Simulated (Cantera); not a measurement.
Charge: 1 mol SiH2Cl2, a varied amount of C2H4, 28 mol H2, at 1873.15 K and 120 Torr.

Equilibrium computed with Cantera from the NASA thermochemical tables; the gas is ideal and each condensed phase is pure. Candidate condensed phases: C, C6H6, C7H8, C8H18, Si, SiC; 109 gas species. Mutual solubility and eutectic melting of coexisting phases are not modelled. Gases not in the tables: Si2H6 and higher silanes. The numbers say what is thermodynamically allowed, not how fast it happens.

### Question
Which condensed phases are stable at each of these points (n(C2H4) (mol)): 0.12, 0.15, 0.18, 0.23, 0.29, 0.36, 0.45, 0.56, 0.7, 0.88, 1.1, 1.4?

### Answer
```json
[
 {"n(C2H4) (mol)": "0.12", "condensed phases": "Si(l) + SiC(s)", "Si condensed (%)": "76.2"},
 {"n(C2H4) (mol)": "0.15", "condensed phases": "Si(l) + SiC(s)", "Si condensed (%)": "76.2"},
 {"n(C2H4) (mol)": "0.18", "condensed phases": "Si(l) + SiC(s)", "Si condensed (%)": "76.2"},
 {"n(C2H4) (mol)": "0.23", "condensed phases": "Si(l) + SiC(s)", "Si condensed (%)": "76.3"},
 {"n(C2H4) (mol)": "0.29", "condensed phases": "Si(l) + SiC(s)", "Si condensed (%)": "76.4"},
 {"n(C2H4) (mol)": "0.36", "condensed phases": "Si(l) + SiC(s)", "Si condensed (%)": "76.4"},
 {"n(C2H4) (mol)": "0.45", "condensed phases": "SiC(s)", "Si condensed (%)": "89.9"},
 {"n(C2H4) (mol)": "0.56", "condensed phases": "C(graphite) + SiC(s)", "Si condensed (%)": "98.7"},
 {"n(C2H4) (mol)": "0.7", "condensed phases": "C(graphite) + SiC(s)", "Si condensed (%)": "98.7"},
 {"n(C2H4) (mol)": "0.88", "condensed phases": "C(graphite) + SiC(s)", "Si condensed (%)": "98.7"},
 {"n(C2H4) (mol)": "1.1", "condensed phases": "C(graphite) + SiC(s)", "Si condensed (%)": "98.8"},
 {"n(C2H4) (mol)": "1.4", "condensed phases": "C(graphite) + SiC(s)", "Si condensed (%)": "98.8"}
]
```

From 0.12 mol C2H4 to 0.36 mol C2H4 the condensed part is Si(l) + SiC(s). At 0.45 mol C2H4 the condensed part is SiC(s). From 0.56 mol C2H4 to 1.4 mol C2H4 the condensed part is C(graphite) + SiC(s).
